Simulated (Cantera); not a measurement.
**Iron carbonyl, mercury and lead vapours: PbO + O₂ + H₂ + CO**

Input: 1 mol PbO, 0.022 mol O₂, 0.8 mol H₂, 0.52 mol CO, at 10.0 Torr.

Method: chemical equilibrium by Gibbs-energy minimisation in Cantera with the NASA 1993 tables (ideal gas, pure condensed phases). Candidate condensed phases: C, C₆H₆, C₇H₈, C₈H₁₈, H₂O, Pb, PbO, PbO₂, Pb₃O₄; 113 gas species. Kinetics and transport are ignored.

From 700 °C to 1050 °C the condensed part is Pb(l). From 1100 °C to 1300 °C nothing is condensed. The main Pb-bearing gas is Pb throughout.

```
T (°C)  x H₂O      x Pb  x CO₂    x H₂    x CO     x PbO  n Pb(l)
------  -----  --------  -----  ------  ------  --------  -------
700     0.461  0.000656  0.330   0.145  0.0642   3.85e-9    0.999
750     0.468   0.00200  0.321   0.137  0.0719   2.64e-8    0.997
800     0.474   0.00548  0.313   0.129  0.0788   1.51e-7    0.993
850     0.476    0.0137  0.304   0.122  0.0847   7.46e-7    0.982
900     0.474    0.0316  0.292   0.113  0.0891   3.21e-6    0.957
950     0.461    0.0681  0.276   0.104  0.0909   1.23e-5    0.904
1000    0.431     0.138  0.251  0.0918  0.0886   4.23e-5    0.789
1050    0.371     0.264  0.211  0.0750  0.0791  0.000133    0.527
1100    0.289     0.431  0.161  0.0557  0.0636  0.000342        0
1150    0.291     0.430  0.158  0.0536  0.0659  0.000524        0
1200    0.293     0.430  0.156  0.0517  0.0681  0.000778        0
1250    0.295     0.430  0.154  0.0500  0.0701   0.00113        0
1300    0.296     0.429  0.152  0.0485  0.0720   0.00159        0
```
x: gas mole fraction; n: condensed amount in mol.
